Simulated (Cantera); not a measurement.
An adiabatic, constant-pressure homogeneous reactor starts with CO : H₂ : CH₄ : O₂ : N₂ = 1 : 0.088 : 0.78 : 1.91 : 7.19 (molar parts), equivalence ratio 1.1, at 1250 K and 9.87 atm.

Computed with Cantera and GRI-Mech 3.0 (53 species, 325 reactions).

Predict: time of steepest temperature rise; temperature at 0.400 s; equilibrium temperature; x(CO) at 0.400 s; x(H₂) at 0.400 s; x(NO₂) at 0.400 s.


- time of steepest temperature rise = 1.45 ms
- temperature at 0.400 s = 2815 K
- equilibrium temperature = 2815 K
- x(CO) at 0.400 s = 0.0570 (gas-phase equilibrium 0.0570)
- x(H₂) at 0.400 s = 0.0103 (gas-phase equilibrium 0.0103)
- x(NO₂) at 0.400 s = 3.21e-6 (gas-phase equilibrium 3.21e-6)
